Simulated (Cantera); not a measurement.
Input (Python, Cantera):

```python
import numpy as np
import cantera as ct

gas = ct.Solution("gri30.yaml")
gas.TPX = 1525, 1000000, {'CH4': 1, 'CO': 0.57, 'O2': 3.94, 'N2': 14.8}
reactor = ct.IdealGasReactor(gas, energy="on", clone=False)
net = ct.ReactorNet([reactor])
net.rtol, net.atol = 1e-08, 1e-16
show = ['CH4', 'CO', 'O2', 'N2O', 'NO']
times = np.geomspace(3e-06, 3, 16)

steps = ct.SolutionArray(gas, extra=["t"])
rows = []
print(f"{'t/s':>10s}{'T/K':>9s}{'P/Pa':>11s}" + "".join(f"{s:>11s}" for s in show))
for t in times:
    while net.time < t:
        t_next = net.step()
        steps.append(gas.state, t=t_next)
    rows.append([np.interp(t, steps.t, y) for y in (steps.T, steps.P, *steps(*show).X.T)])
    print(f"{t:10.3e}{rows[-1][0]:9.1f}{rows[-1][1]:11.4g}" + "".join(f"{x:11.3e}" for x in rows[-1][2:]))
rate = np.gradient(steps.T, steps.t)
print("integrator steps:", len(steps.t))
if steps.T.max() > steps.T[0] + 200:
    print(f"time of steepest temperature rise: {steps.t[rate.argmax()]:.4e} s")
gas.TPX = 1525, 1000000, {'CH4': 1, 'CO': 0.57, 'O2': 3.94, 'N2': 14.8}
gas.equilibrate("UV")
print(f"equilibrium (UV): T = {gas.T:.1f} K  " + "  ".join(f"{s} {gas[s].X[0]:.3e}" for s in show))
```

Result:

```
       t/s      T/K       P/Pa        CH4         CO         O2        N2O         NO
 3.000e-06   1525.0      1e+06  4.923e-02  2.806e-02  1.940e-01  1.698e-11  1.174e-14
 7.536e-06   1525.0      1e+06  4.922e-02  2.806e-02  1.940e-01  7.656e-11  4.666e-14
 1.893e-05   1525.2      1e+06  4.914e-02  2.805e-02  1.939e-01  3.648e-10  2.795e-13
 4.755e-05   1528.7  1.002e+06  4.850e-02  2.804e-02  1.935e-01  2.336e-09  2.564e-12
 1.194e-04   2646.6  1.753e+06  1.354e-14  2.414e-02  8.705e-02  3.718e-06  9.253e-05
 3.000e-04   2818.1  1.843e+06  1.684e-16  9.442e-03  7.651e-02  4.605e-06  1.198e-02
 7.536e-04   2804.0  1.833e+06  1.563e-16  9.185e-03  7.278e-02  4.738e-06  1.972e-02
 1.893e-03   2802.0  1.831e+06  1.548e-16  9.150e-03  7.228e-02  4.763e-06  2.077e-02
 4.755e-03   2802.0  1.831e+06  1.548e-16  9.150e-03  7.227e-02  4.764e-06  2.077e-02
 1.194e-02   2802.0  1.831e+06  1.548e-16  9.150e-03  7.227e-02  4.764e-06  2.077e-02
 3.000e-02   2802.0  1.831e+06  1.548e-16  9.150e-03  7.227e-02  4.764e-06  2.077e-02
 7.536e-02   2802.0  1.831e+06  1.548e-16  9.150e-03  7.227e-02  4.764e-06  2.077e-02
 1.893e-01   2802.0  1.831e+06  1.548e-16  9.150e-03  7.227e-02  4.764e-06  2.077e-02
 4.755e-01   2802.0  1.831e+06  1.548e-16  9.150e-03  7.227e-02  4.764e-06  2.077e-02
 1.194e+00   2802.0  1.831e+06  1.548e-16  9.150e-03  7.227e-02  4.764e-06  2.077e-02
 3.000e+00   2802.0  1.831e+06  1.548e-16  9.150e-03  7.227e-02  4.764e-06  2.077e-02
integrator steps: 1851
time of steepest temperature rise: 1.1758e-04 s
equilibrium (UV): T = 2802.0 K  CH4 2.161e-16  CO 9.150e-03  O2 7.227e-02  N2O 4.764e-06  NO 2.077e-02
```

Model: GRI-Mech 3.0 (53 species, 325 reactions), integrated in Cantera.
